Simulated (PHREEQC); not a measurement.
PHREEQC input (ion-association model, wateq4f.dat):

```
PHASES
  Fix_H+
    H+ = H+
    -log_k 0
SOLUTION 1
  temp 20
  units mol/kgw
  pH 7 charge
  Cl 0.03
  Na 0.03
END
SELECTED_OUTPUT 1
  -reset false
  -pH true
  -pe true
  -ionic_strength true
  -water true
  -totals Ca Cl Na S S(-2) S(6)
  -molalities H+ Ca+2 Cl- Na+ SO4-2 CaSO4 NaSO4- CaOH+ HSO4- H2S
    HS- S-2 O2 OH- CaHSO4+
  -equilibrium_phases Gypsum Portlandite Mirabilite
PRINT
  -reset false
USE solution 1
EQUILIBRIUM_PHASES 1
  Fix_H+ -2 HCl 10
    -force_equality true
  Gypsum 0 0.05
  Portlandite 0 0
  Mirabilite 0 0
  O2(g) -0.68 10
END
# ... the last block is repeated for the other 20 points of pH, with NaOH or the acid as the point needs
```

Selected output (columns that matter, 16 of 21 rows; pH added in front):

```
pH	mu	Ca	Cl	Na	S	m_H+	m_Ca+2	m_Cl-	m_Na+	m_SO4-2	m_CaSO4	m_NaSO4-	m_HSO4-	Gypsum
2	0.10179	0.021542	0.047085	0.029977	0.021542	0.01211	0.016291	0.047085	0.029392	0.011061	0.0048971	0.0005849	0.0046449	0.028441
2.45	0.087708	0.019141	0.03617	0.029979	0.019141	0.0042653	0.014108	0.03617	0.029333	0.011661	0.0049091	0.00064591	0.0018009	0.030845
3.35	0.080873	0.017918	0.03077	0.029981	0.017918	0.00053484	0.012988	0.03077	0.029296	0.012064	0.0049149	0.00068482	0.00023906	0.03207
3.8	0.080236	0.017802	0.030261	0.029981	0.017802	0.00018969	0.012881	0.030261	0.029292	0.012107	0.0049155	0.00068888	8.5281e-05	0.032187
4.25	0.08001	0.01776	0.03008	0.029981	0.01776	6.7297e-05	0.012843	0.03008	0.02929	0.012122	0.0049157	0.00069034	3.0317e-05	0.032228
5.15	0.079901	0.01774	0.029993	0.029981	0.01774	8.4716e-06	0.012824	0.029993	0.02929	0.01213	0.0049158	0.00069105	3.8203e-06	0.032248
5.6	0.079891	0.017739	0.029985	0.029981	0.017739	3.0058e-06	0.012823	0.029985	0.02929	0.01213	0.0049158	0.00069111	1.3556e-06	0.03225
6.05	0.079888	0.017738	0.029982	0.029981	0.017738	1.0665e-06	0.012822	0.029982	0.02929	0.012131	0.0049158	0.00069114	4.81e-07	0.032251
6.95	0.079886	0.017738	0.029981	0.029981	0.017738	1.3426e-07	0.012822	0.029981	0.02929	0.012131	0.0049158	0.00069115	6.0556e-08	0.032251
7.4	0.079886	0.017738	0.029981	0.029981	0.017738	4.7639e-08	0.012822	0.029981	0.02929	0.012131	0.0049158	0.00069115	2.1486e-08	0.032251
7.85	0.079887	0.017738	0.029981	0.029981	0.017738	1.6903e-08	0.012822	0.029981	0.02929	0.012131	0.0049158	0.00069117	7.6236e-09	0.032251
8.75	0.079893	0.017738	0.029981	0.029986	0.017738	2.128e-09	0.012822	0.029981	0.029295	0.012131	0.0049158	0.00069129	9.5977e-10	0.03225
9.2	0.079905	0.01774	0.029981	0.029996	0.01774	7.5503e-10	0.012822	0.029981	0.029305	0.012132	0.0049158	0.00069154	3.4056e-10	0.032249
9.65	0.079939	0.017743	0.029981	0.030025	0.017743	2.679e-10	0.012822	0.029981	0.029332	0.012135	0.0049157	0.00069226	1.2085e-10	0.032246
10.55	0.080311	0.01778	0.029981	0.030328	0.01778	3.3734e-11	0.012826	0.029981	0.029628	0.012165	0.0049154	0.00069995	1.5235e-11	0.032208
11	0.081084	0.017858	0.029981	0.030961	0.017858	1.1975e-11	0.012834	0.029981	0.030245	0.012228	0.0049148	0.00071601	5.4213e-12	0.03213
```
